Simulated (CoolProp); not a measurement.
A single-stage vapour-compression cycle with nitrous oxide: evaporating at 198.15 K (dew point), condensing at 264.15 K (bubble point), superheat 2 K, subcooling 8 K, compressor efficiency 0.75, no pressure losses. Each further row changes one setting.

The numbers come from the reference Helmholtz-energy equation of state, Lemmon 2006 in CoolProp. It is a short technical equation, of lower accuracy than the large ones.

```tsv
case	cooling COP	pressure ratio	discharge temperature (K)	refrigerating effect (kJ/kg)	volumetric capacity (kJ/m³)
as stated	…	11.6	391.1	254	1490
evaporating temperature 203.15 K	…	…	376.2	…	1900
condensing temperature 259.15 K	1.81	10.1	378.3	264	1550
subcooling 13 K	1.68	11.6	391.1	264	1550
superheat 12 K	1.58	11.6	407.5	262	…
compressor efficiency 0.65	…	11.6	414.4	254	1490
```

**Question.** Complete the blanks.

**Answer.** 
- as stated, cooling COP: 1.62
- evaporating temperature 203.15 K, cooling COP: 1.85
- evaporating temperature 203.15 K, pressure ratio: 9.02
- evaporating temperature 203.15 K, refrigerating effect (kJ/kg): 256
- superheat 12 K, volumetric capacity (kJ/m³): 1460
- compressor efficiency 0.65, cooling COP: 1.40
